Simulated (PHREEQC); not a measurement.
# Acid mine or pickling water

Model water analysis in mg/L, 25 °C, pH 3.61, pe 8.8:

```json
[
 {"constituent": "Na", "mg/L": "2060"},
 {"constituent": "K", "mg/L": "5.28"},
 {"constituent": "Ca", "mg/L": "676"},
 {"constituent": "Mg", "mg/L": "25.9"},
 {"constituent": "Cl", "mg/L": "852"},
 {"constituent": "S(6) as SO4", "mg/L": "5400"},
 {"constituent": "Zn", "mg/L": "29.3"},
 {"constituent": "Sr", "mg/L": "7"},
 {"constituent": "Al", "mg/L": "87.6"},
 {"constituent": "Cu(2)", "mg/L": "22.4"},
 {"constituent": "Br", "mg/L": "260"}
]
```

Valence states are taken as typed.

Computed with PHREEQC (ion-association model, phreeqc.dat).

No solid was allowed to form.

**Question.** What ionic strength does the model give?

**Answer.** ionic strength 0.162 mol/kgw.

**Question.** In which forms is Zn present?

**Answer.** Zn+2 46 %, ZnSO4 41 %, Zn(SO4)2-2 13 %, ZnCl+ 0.9 % of the Zn.

Examples of supersaturated solids here: Gypsum. Others may be too. Species that the database lacks are ignored.
